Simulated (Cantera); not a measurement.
What does this Cantera script print?

```python
import numpy as np
import cantera as ct

gas = ct.Solution("h2o2.yaml")
gas.TPX = 1375, 2666, {'H2': 0.012, 'O2': 1}
reactor = ct.IdealGasConstPressureReactor(gas, energy="off", clone=False)
net = ct.ReactorNet([reactor])
net.rtol, net.atol = 1e-08, 1e-18
show = ['H2', 'O2', 'OH', 'O', 'HO2']
times = np.geomspace(3e-06, 200, 13)

steps = ct.SolutionArray(gas, extra=["t"])
rows = []
print(f"{'t/s':>10s}{'T/K':>9s}{'P/Pa':>11s}" + "".join(f"{s:>11s}" for s in show))
for t in times:
    while net.time < t:
        t_next = net.step()
        steps.append(gas.state, t=t_next)
    rows.append([np.interp(t, steps.t, y) for y in (steps.T, steps.P, *steps(*show).X.T)])
    print(f"{t:10.3e}{rows[-1][0]:9.1f}{rows[-1][1]:11.4g}" + "".join(f"{x:11.3e}" for x in rows[-1][2:]))
rate = np.gradient(steps.T, steps.t)
print("integrator steps:", len(steps.t))
if steps.T.max() > steps.T[0] + 200:
    print(f"time of steepest temperature rise: {steps.t[rate.argmax()]:.4e} s")
gas.TPX = 1375, 2666, {'H2': 0.012, 'O2': 1}
gas.equilibrate("TP")
print(f"equilibrium (TP): T = {gas.T:.1f} K  " + "  ".join(f"{s} {gas[s].X[0]:.3e}" for s in show))
```

Output:

```
       t/s      T/K       P/Pa         H2         O2         OH          O        HO2
 3.000e-06   1375.0       2666  1.186e-02  9.881e-01  1.476e-10  1.481e-10  1.156e-09
 1.346e-05   1375.0       2666  1.186e-02  9.881e-01  2.210e-09  2.241e-09  5.187e-09
 6.041e-05   1375.0       2666  1.186e-02  9.881e-01  2.045e-08  2.178e-08  2.329e-08
 2.711e-04   1375.0       2666  1.186e-02  9.881e-01  2.346e-07  2.769e-07  1.046e-07
 1.216e-03   1375.0       2666  1.151e-02  9.878e-01  1.806e-04  2.229e-04  7.510e-07
 5.459e-03   1375.0       2666  5.371e-05  9.773e-01  1.449e-03  9.887e-03  1.040e-06
 2.449e-02   1375.0       2666  4.361e-05  9.794e-01  1.307e-03  7.947e-03  9.371e-07
 1.099e-01   1375.0       2666  2.062e-05  9.839e-01  9.012e-04  3.663e-03  6.265e-07
 4.932e-01   1375.0       2666  3.543e-06  9.873e-01  3.748e-04  6.147e-04  2.084e-07
 2.213e+00   1375.0       2666  3.277e-07  9.880e-01  1.143e-04  5.640e-05  4.044e-08
 9.932e+00   1375.0       2666  4.015e-08  9.880e-01  4.011e-05  6.917e-06  2.773e-08
 4.457e+01   1375.0       2666  2.262e-08  9.881e-01  3.014e-05  3.904e-06  3.269e-08
 2.000e+02   1375.0       2666  2.260e-08  9.881e-01  3.012e-05  3.900e-06  3.270e-08
integrator steps: 1681
equilibrium (TP): T = 1375.0 K  H2 2.260e-08  O2 9.881e-01  OH 3.012e-05  O 3.900e-06  HO2 3.270e-08
```

Cantera simulation using the H2/O2 subset of GRI-Mech 3.0, which has no nitrogen chemistry; the numbers are that mechanism's predictions, not measurements. Radical loss at walls, strong at low pressure, is not modelled.
